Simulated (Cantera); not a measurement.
A closed system holds: 1 mol Ti(OiPr)4, 4.5 mol CH4, held at 0.100 bar.

Equilibrium computed with Cantera from the NASA thermochemical tables; the gas is ideal and each condensed phase is pure. Candidate condensed phases: C, C6H6, C7H8, C8H18, H2O, Ti, TiC, TiO, TiO2, Ti2O3, Ti3O5, Ti4O7; 113 gas species. The feed counts by its element totals alone. TiC: taken at fixed stoichiometry. Equilibrium is a limit: real reactors are often held back by kinetics, nucleation or transport.

Q: Which condensed phases are stable at each of these points (T (K)): 1223, 1323, 1423, 1523, 1623, 1723, 1823, 1923, 2023, 2123, 2223?

A: 
```
T (K)        condensed phases  Ti condensed (%)
-----  ----------------------  ----------------
1223   C(graphite) + Ti3O5(s)             100.0
1323     C(graphite) + TiC(s)             100.0
1423     C(graphite) + TiC(s)             100.0
1523     C(graphite) + TiC(s)             100.0
1623     C(graphite) + TiC(s)             100.0
1723     C(graphite) + TiC(s)             100.0
1823     C(graphite) + TiC(s)             100.0
1923     C(graphite) + TiC(s)             100.0
2023     C(graphite) + TiC(s)             100.0
2123     C(graphite) + TiC(s)             100.0
2223     C(graphite) + TiC(s)             100.0
```

At 1223 K the condensed part is C(graphite) + Ti3O5(s). From 1323 K to 2223 K the condensed part is C(graphite) + TiC(s).
